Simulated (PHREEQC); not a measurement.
## Polishing slurry liquid (model solution)

Dissolve 0.15 mol K2CO3, 0.00011 mol H4SiO4 and 0.00017 mol KH2PO4 per kg of water at 64 °C. Closed to the air; pH follows from the charge balance.

Computed with PHREEQC (ion-association model, phreeqc.dat).

```yaml
pH: 10.74
ionic_strength: 0.440 mol/kgw
activity_of_water: 0.992
specific_conductance: 55500 µS/cm
density: 0.999 g/cm³
total_alkalinity: 300 meq/kg
```

```json
[
 {"species": "K+", "molality": "0.300", "activity": "0.190", "log γ": "-0.199"},
 {"species": "CO3-2", "molality": "0.139", "activity": "0.0302", "log γ": "-0.664"},
 {"species": "HCO3-", "molality": "0.0109", "activity": "0.00743", "log γ": "-0.166"},
 {"species": "OH-", "molality": "0.0106", "activity": "0.00657", "log γ": "-0.205"},
 {"species": "HPO4-2", "molality": "0.000102", "activity": "2.07e-5", "log γ": "-0.692"},
 {"species": "H3SiO4-", "molality": "9.93e-5", "activity": "6.36e-5", "log γ": "-0.193"},
 {"species": "PO4-3", "molality": "5.67e-5", "activity": "1.03e-6", "log γ": "-1.740"},
 {"species": "KHPO4-", "molality": "1.13e-5", "activity": "7.68e-6", "log γ": "-0.166"},
 {"species": "H2SiO4-2", "molality": "8.33e-6", "activity": "1.81e-6", "log γ": "-0.664"},
 {"species": "H4SiO4", "molality": "2.41e-6", "activity": "2.67e-6", "log γ": "0.044"},
 {"species": "CO2", "molality": "2.41e-7", "activity": "2.67e-7", "log γ": "0.044"},
 {"species": "H2PO4-", "molality": "7.27e-9", "activity": "4.96e-9", "log γ": "-0.166"}
]
```

Precipitation was switched off in this run. Away from 25 °C the constants follow the database's enthalpies or fits; those with neither stay at their 25 °C values.
